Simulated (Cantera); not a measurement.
Feed: 1 mol Si, 3 mol F2, 13 mol N2, held at 525 K and 13300 Pa.

Cantera equilibrium calculation (NASA polynomials, part measured and part estimated; ideal gas, pure solids and liquids). Candidate condensed phases: Si, Si3N4; 16 gas species. Kinetics and transport are ignored.

Base state: N2 0.884, SiF4 0.0698, NF3 0.0465, F2 6.95e-5 (mole fractions); condensed: gas only.

What changes in the equilibrium state with this change: temperature from 525 K to 823.15 K?


| species | before | after |
|---|---|---|
| N2 | 0.884 | 0.869 |
| SiF4 | 0.0698 | 0.0673 |
| F2 | 6.95e-5 | 0.0439 |
| NF3 | 0.0465 | 0.0134 |
| F | 3.16e-7 | 0.00675 |
